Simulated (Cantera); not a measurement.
# Ammonia decomposition in nitride growth gas

An isothermal, constant-pressure homogeneous reactor starts with 66.2 % NH3, 33.8 % H2, at 1525 K and 0.200 bar.

Computed with Cantera and the gas-phase N/H chemistry of the illustrative SiF4/NH3 mechanism in the Surface Chemkin manual (1991). Walls and surfaces, which speed up NH3 decomposition in real reactors, are not modelled.

```tsv
t (s)	x NH3	x H2	x H	x NH	x N	x N2H4
0.000200	0.662	0.338	1.13e-7	1.38e-11	<1e-12	2.80e-12
0.000616	0.662	0.338	3.47e-7	1.38e-10	<1e-12	3.28e-11
0.00190	0.662	0.338	1.06e-6	1.32e-9	2.95e-12	3.33e-10
0.00585	0.662	0.338	3.24e-6	1.23e-8	8.36e-11	3.16e-9
0.0180	0.662	0.338	8.63e-6	8.57e-8	1.51e-9	2.25e-8
0.0555	0.662	0.338	1.15e-5	1.50e-7	3.44e-9	3.96e-8
0.171	0.661	0.339	1.15e-5	1.50e-7	3.46e-9	3.96e-8
0.527	0.658	0.341	1.16e-5	1.50e-7	3.46e-9	3.94e-8
1.62	0.648	0.348	1.19e-5	1.49e-7	3.46e-9	3.85e-8
5.00	0.619	0.368	1.27e-5	1.47e-7	3.47e-9	3.61e-8
```
x: mole fraction; the columns are a selection and need not sum to one.

Equilibrium at this temperature and pressure: NH3 3.63e-6, H2 0.801, H 4.76e-5, NH 2.61e-12, N <1e-12, N2H4 <1e-12 (gas phase only).
